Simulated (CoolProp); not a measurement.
50 sccm (0 °C, 1 atm) of nitrogen bubbles through liquid water at 332 K and leaves saturated at a total pressure of 0.108 MPa (ideal gas phase). Each further row changes one setting.

Values from CoolProp's reference Helmholtz-energy equation of state, Wagner 2002.

```json
[
 {"case": "as stated", "vapour pressure (kPa)": "18.9", "mole fraction of vapour": "0.175", "delivery (mg/min)": "8.53", "delivery (sccm)": "10.6", "change of delivery for a bath 1 K warmer (%)": "5.8"},
 {"case": "bath temperature 337 K", "vapour pressure (kPa)": "(withheld)", "mole fraction of vapour": "0.220", "delivery (mg/min)": "11.3", "delivery (sccm)": "(withheld)", "change of delivery for a bath 1 K warmer (%)": "6.0"},
 {"case": "total pressure 0.216 MPa", "vapour pressure (kPa)": "18.9", "mole fraction of vapour": "0.0875", "delivery (mg/min)": "(withheld)", "delivery (sccm)": "(withheld)", "change of delivery for a bath 1 K warmer (%)": "5.2"}
]
```

**Question.** Complete the blanks.

**Answer.** 
- bath temperature 337 K, vapour pressure (kPa): 23.8
- bath temperature 337 K, delivery (sccm): 14.1
- total pressure 0.216 MPa, delivery (mg/min): 3.86
- total pressure 0.216 MPa, delivery (sccm): 4.80
